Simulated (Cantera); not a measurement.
## Gas-phase reforming

An isothermal, constant-pressure homogeneous reactor starts with 35.7 % CH₄, 60.7 % CO₂, 3.57 % H₂, at 2048 K and 2100000 Pa.

Cantera simulation using GRI-Mech 3.0 (53 species, 325 reactions); the numbers are that mechanism's predictions, not measurements. The pressure lies above the range GRI-Mech 3.0 was tuned for (to about 10 atm).

```csv
t (s),x CH₄,x CO₂,x H₂,x CO,x O₂,x HO₂
2.00e-5,0.163,0.474,0.188,0.0551,2.52e-9,5.11e-11
8.87e-5,0.0552,0.273,0.179,0.209,7.19e-9,6.50e-11
0.000394,0.0175,0.123,0.167,0.369,8.24e-9,5.37e-11
0.00175,0.0119,0.0693,0.247,0.465,2.57e-9,1.48e-11
0.00775,0.00410,0.0415,0.313,0.518,1.09e-9,5.10e-12
0.0344,1.76e-5,0.0368,0.328,0.526,9.00e-10,4.06e-12
0.152,2.49e-6,0.0368,0.328,0.526,9.01e-10,4.06e-12
0.676,2.49e-6,0.0368,0.328,0.526,9.01e-10,4.06e-12
3.00,2.49e-6,0.0368,0.328,0.526,9.01e-10,4.06e-12
```
x: mole fraction; the columns are a selection and need not sum to one.

Equilibrium at this temperature and pressure: CH₄ 2.70e-6, CO₂ 0.0368, H₂ 0.328, CO 0.526, O₂ 9.01e-10, HO₂ 4.06e-12 (gas phase only).
